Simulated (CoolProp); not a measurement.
20 sccm (0 °C, 1 atm) of nitrogen bubbles through liquid ethylbenzene at 340 K and leaves saturated at a total pressure of 0.15 MPa (ideal gas phase). Each further row changes one setting.

Values from CoolProp's reference Helmholtz-energy equation of state, Zhou 2012.

```json
[
 {"case": "as stated", "vapour pressure (kPa)": "9.92", "mole fraction of vapour": "0.0662", "delivery (mg/min)": "6.71", "delivery (sccm)": "1.42", "change of delivery for a bath 1 K warmer (%)": "4.6"},
 {"case": "bath temperature 345 K", "vapour pressure (kPa)": "12.2", "mole fraction of vapour": "0.0812", "delivery (mg/min)": "?", "delivery (sccm)": "1.77", "change of delivery for a bath 1 K warmer (%)": "?"},
 {"case": "total pressure 0.3 MPa", "vapour pressure (kPa)": "9.92", "mole fraction of vapour": "0.0331", "delivery (mg/min)": "3.24", "delivery (sccm)": "0.684", "change of delivery for a bath 1 K warmer (%)": "?"}
]
```

Problem. Complete the blanks.

Solution. 
- bath temperature 345 K, delivery (mg/min): 8.38
- bath temperature 345 K, change of delivery for a bath 1 K warmer (%): 4.5
- total pressure 0.3 MPa, change of delivery for a bath 1 K warmer (%): 4.4
